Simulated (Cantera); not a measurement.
Cantera run:

```python
import numpy as np
import cantera as ct

gas_names = """
    CL CL2 H HCL H2 Si SiCL SiCL2 SiCL3 SiCL4 SiH SiHCL3 SiH2 SiH2CL2 SiH3 SiH3CL SiH4 Si2 Si3
""".split()
cond_names = """
    Si(cr) Si(L)
""".split()


# ... load() reads the species with a 1 bar reference pressure and builds the phases ...
atoms = {
    'SiHCl3': {'Si': 1, 'H': 1, 'CL': 3},
    'H2': {'H': 2},
}
top_T = {}  # K; cautious upper limits of use, not melting points


# ... equilibrate(T, P, feed) seeds the gas with the atoms and calls Mixture.equilibrate('TP', solver="vcs", rtol=1e-11, max_steps=5000) ...
results = []
feed = {'SiHCl3': 1, 'H2': 500}  # mol
for P in [100, 200, 400, 790, 1600, 3200, 6300, 13000, 25000, 50000, 100000]:
    for T in [1523, 1623, 1723, 1823, 1923, 2023, 2123, 2223, 2323, 2423, 2523, 2623]:
        mix = equilibrate(T, P, feed)
        results.append((T, P, feed, dict(zip(mix.species_names, mix.species_moles))))

for T, P, feed, n in results:
    print(f"{T:7g} {P:10.4g}  " + (" + ".join(c for c in cond_names if n.get(c, 0) > 1e-12) or "gas only"))
```

It prints:

```
   1523        100  Si(cr)
   1623        100  Si(cr)
   1723        100  Si(L)
   1823        100  gas only
   1923        100  gas only
   2023        100  gas only
   2123        100  gas only
   2223        100  gas only
   2323        100  gas only
   2423        100  gas only
   2523        100  gas only
   2623        100  gas only
   1523        200  Si(cr)
   1623        200  Si(cr)
   1723        200  Si(L)
   1823        200  gas only
   1923        200  gas only
   2023        200  gas only
   2123        200  gas only
   2223        200  gas only
   2323        200  gas only
   2423        200  gas only
   2523        200  gas only
   2623        200  gas only
   1523        400  Si(cr)
   1623        400  Si(cr)
   1723        400  Si(L)
   1823        400  Si(L)
   1923        400  gas only
   2023        400  gas only
   2123        400  gas only
   2223        400  gas only
   2323        400  gas only
   2423        400  gas only
   2523        400  gas only
   2623        400  gas only
   1523        790  Si(cr)
   1623        790  Si(cr)
   1723        790  Si(L)
   1823        790  Si(L)
   1923        790  gas only
   2023        790  gas only
   2123        790  gas only
   2223        790  gas only
   2323        790  gas only
   2423        790  gas only
   2523        790  gas only
   2623        790  gas only
   1523       1600  Si(cr)
   1623       1600  Si(cr)
   1723       1600  Si(L)
   1823       1600  Si(L)
   1923       1600  Si(L)
   2023       1600  gas only
   2123       1600  gas only
   2223       1600  gas only
   2323       1600  gas only
   2423       1600  gas only
   2523       1600  gas only
   2623       1600  gas only
   1523       3200  Si(cr)
   1623       3200  Si(cr)
   1723       3200  Si(L)
   1823       3200  Si(L)
   1923       3200  Si(L)
   2023       3200  gas only
   2123       3200  gas only
   2223       3200  gas only
   2323       3200  gas only
   2423       3200  gas only
   2523       3200  gas only
   2623       3200  gas only
   1523       6300  Si(cr)
   1623       6300  Si(cr)
   1723       6300  Si(L)
   1823       6300  Si(L)
   1923       6300  Si(L)
   2023       6300  Si(L)
   2123       6300  gas only
   2223       6300  gas only
   2323       6300  gas only
   2423       6300  gas only
   2523       6300  gas only
   2623       6300  gas only
   1523    1.3e+04  Si(cr)
   1623    1.3e+04  Si(cr)
   1723    1.3e+04  Si(L)
   1823    1.3e+04  Si(L)
   1923    1.3e+04  Si(L)
   2023    1.3e+04  Si(L)
   2123    1.3e+04  Si(L)
   2223    1.3e+04  gas only
   2323    1.3e+04  gas only
   2423    1.3e+04  gas only
   2523    1.3e+04  gas only
   2623    1.3e+04  gas only
   1523    2.5e+04  Si(cr)
   1623    2.5e+04  Si(cr)
   1723    2.5e+04  Si(L)
   1823    2.5e+04  Si(L)
   1923    2.5e+04  Si(L)
   2023    2.5e+04  Si(L)
   2123    2.5e+04  Si(L)
   2223    2.5e+04  gas only
   2323    2.5e+04  gas only
   2423    2.5e+04  gas only
   2523    2.5e+04  gas only
   2623    2.5e+04  gas only
   1523      5e+04  Si(cr)
   1623      5e+04  Si(cr)
   1723      5e+04  Si(L)
   1823      5e+04  Si(L)
   1923      5e+04  Si(L)
   2023      5e+04  Si(L)
   2123      5e+04  Si(L)
   2223      5e+04  Si(L)
   2323      5e+04  gas only
   2423      5e+04  gas only
   2523      5e+04  gas only
   2623      5e+04  gas only
   1523      1e+05  Si(cr)
   1623      1e+05  Si(cr)
   1723      1e+05  Si(L)
   1823      1e+05  Si(L)
   1923      1e+05  Si(L)
   2023      1e+05  Si(L)
   2123      1e+05  Si(L)
   2223      1e+05  Si(L)
   2323      1e+05  gas only
   2423      1e+05  gas only
   2523      1e+05  gas only
   2623      1e+05  gas only
```

These are equilibrium values from Cantera (NASA tables, ideal gas, pure condensed phases), not measurements of a reactor. The tables' values for SiCl3 are old estimates.
